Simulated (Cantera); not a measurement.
Charge: 1 mol B₂O₃, 19 mol NH₃, 5.5 mol H₂, at 2173.15 K and 0.130 bar.

Equilibrium computed with Cantera from the NASA thermochemical tables; the gas is ideal and each condensed phase is pure. Candidate condensed phases: B, BN, B₂O₃, B₃O₃H₃, H₂O; 39 gas species. Equilibrium is a limit: real reactors are often held back by kinetics, nucleation or transport.

Base state: H₂ 0.732, N₂ 0.212, HBO 0.0178, HBO₂ 0.0128, H 0.0115, H₂O 0.00510, B₂O₃ 0.00434, BO 0.00346 (mole fractions); condensed: gas only.

**Question.** What changes in the equilibrium state with this change: temperature from 2173.15 K to 2075 K?

**Answer.** 
| species | before | after |
|---|---|---|
| H₂ | 0.732 | 0.738 |
| N₂ | 0.212 | 0.213 |
| HBO | 0.0178 | 0.0173 |
| H | 0.0115 | 0.00635 |
| BO | 0.00346 | 0.00202 |
| HBO₂ | 0.0128 | 0.0132 |
| OH | 1.07e-5 | 3.95e-6 |
| BO₂ | 3.24e-5 | 1.57e-5 |
| H₂O | 0.00510 | 0.00403 |
| B₂O₃ | 0.00434 | 0.00509 |

**Question.** What changes in the equilibrium state with this change: temperature from 2173.15 K to 2400 K?

**Answer.** 
```csv
species,before,after
H₂,0.732,0.706
N₂,0.212,0.209
H,0.0115,0.0371
BO,0.00346,0.00923
HBO₂,0.0128,0.0110
HBO,0.0178,0.0169
OH,1.07e-5,7.82e-5
BO₂,3.24e-5,0.000128
B₂O₃,0.00434,0.00265
```

**Question.** What changes in the equilibrium state with this change: temperature from 2173.15 K to 800 K?

**Answer.** 
| species | before | after |
|---|---|---|
| H₂ | 0.732 | 0.780 |
| N₂ | 0.212 | 0.218 |
| H₂O | 0.00510 | 0.00241 |
| HBO | 0.0178 | <1e-9 |
| HBO₂ | 0.0128 | 1.78e-8 |
| H | 0.0115 | <1e-9 |
| B₂O₃ | 0.00434 | <1e-9 |
| BO | 0.00346 | <1e-9 |
| B₂O₂ | 0.000926 | <1e-9 |
| BO₂ | 3.24e-5 | <1e-9 |
| OH | 1.07e-5 | <1e-9 |
| BN(s), mol | 0 | 0.0699 |
| B₂O₃(l), mol | 0 | 0.965 |
Gases not in the tables: H₃BO₃.
